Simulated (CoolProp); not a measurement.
Vapour-liquid equilibrium of cis-2-butene (1) + acetone (2) at 35.25 °C; x and y are mole fractions of (1).

Computed with CoolProp (multi-fluid Helmholtz-energy mixture model, Lemmon 2005 and Lemmon 2006; pair parameters Bell 2016).

### Question
Give the bubble pressure and the first vapour's composition at x = 0.05, 0.35, 0.5. Is there an azeotrope?

### Answer
x = 0.05: 0.07999 MPa, y = 0.431; x = 0.35: 0.2041 MPa, y = 0.820; x = 0.5: 0.2322 MPa, y = 0.858. No azeotrope shows between x = 0.05 and 0.95.

The pair parameters rest on a limited set of measurements; away from them the model extrapolates. With so large a gap from Raoult's law the liquid may split in two, which this calculation doesn't test in full.
